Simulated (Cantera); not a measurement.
Charge: 1 mol SiCl₄, 9.3 mol H₂, equilibrated at 1375 °C and 5.40 bar.

Method: chemical equilibrium by Gibbs-energy minimisation in Cantera with the NASA 1993 tables (ideal gas, pure condensed phases). Candidate condensed phases: Si; 19 gas species. The tables' values for SiCl₃ are old estimates; treat these amounts as uncertain. Kinetics and transport are ignored.

Base state: H₂ 0.780, HCl 0.128, SiCl₂ 0.0467, SiCl₃ 0.0165, SiHCl₃ 0.0131, SiCl₄ 0.0129, SiH₂Cl₂ 0.00228, SiH₃Cl 0.000119 (mole fractions); condensed: gas only.

Problem. What changes in the equilibrium state with this change: pressure from 5.40 bar to 1.00 bar?

Solution. 
| species | before | after |
|---|---|---|
| H₂ | 0.780 | 0.757 |
| HCl | 0.128 | 0.153 |
| SiCl₂ | 0.0467 | 0.0675 |
| SiHCl₃ | 0.0131 | 0.00420 |
| SiCl₄ | 0.0129 | 0.00508 |
| SiCl₃ | 0.0165 | 0.0125 |
| SiH₃Cl | 0.000119 | 2.51e-5 |
| SiH₂Cl₂ | 0.00228 | 0.000591 |

Problem. What changes in the equilibrium state with this change: SiCl₄ replaced by Si?

Solution. 
| species | before | after |
|---|---|---|
| H₂ | 0.780 | 1.000 |
| H | 3.38e-5 | 3.83e-5 |
| HCl | 0.128 | 0 |
| SiCl₂ | 0.0467 | 0 |
| SiCl₃ | 0.0165 | 0 |
| SiHCl₃ | 0.0131 | 0 |
| SiCl₄ | 0.0129 | 0 |
| SiH₂Cl₂ | 0.00228 | 0 |
| SiH₃Cl | 0.000119 | 0 |
| Si(s), mol | 0 | 1.000 |
